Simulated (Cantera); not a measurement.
An adiabatic, constant-volume homogeneous reactor starts with CH4 : O2 : N2 = 1 : 3.03 : 11.4 (molar parts), equivalence ratio 0.66, at 1700 K and 1050 Torr. Integrator tolerance rtol = 1e-08.

Model: GRI-Mech 3.0 (53 species, 325 reactions), integrated in Cantera.

```json
[
 {"quantity": "time of steepest temperature rise", "before": "0.147 ms", "after": "0.218 ms"},
 {"quantity": "temperature at 0.100 s", "before": "2828 K", "after": "2829 K"},
 {"quantity": "equilibrium temperature", "before": "2828 K", "after": "2829 K"},
 {"quantity": "x(CH4) at 0.100 s", "before": "<1e-12 (gas-phase equilibrium <1e-12)", "after": "<1e-12 (gas-phase equilibrium <1e-12)"},
 {"quantity": "x(O2) at 0.100 s", "before": "0.0595 (gas-phase equilibrium 0.0595)", "after": "0.0108 (gas-phase equilibrium 0.0108)"},
 {"quantity": "x(H2O2) at 0.100 s", "before": "5.26e-7 (gas-phase equilibrium 5.26e-7)", "after": "2.29e-7 (gas-phase equilibrium 2.29e-7)"},
 {"quantity": "x(C2H6) at 0.100 s", "before": "<1e-12 (gas-phase equilibrium <1e-12)", "after": "<1e-12 (gas-phase equilibrium <1e-12)"},
 {"quantity": "x(CH2) at 0.100 s", "before": "<1e-12 (gas-phase equilibrium <1e-12)", "after": "<1e-12 (gas-phase equilibrium <1e-12)"}
]
```

### Question
What was changed between the two runs?
(A) O2 3.03 to 1.9 parts
(B) constant pressure in place of constant volume
(C) pressure from 1050 Torr to 3450 Torr
(D) initial temperature 1700 to 1473 K

### Answer
A, O2 3.03 to 1.9 parts
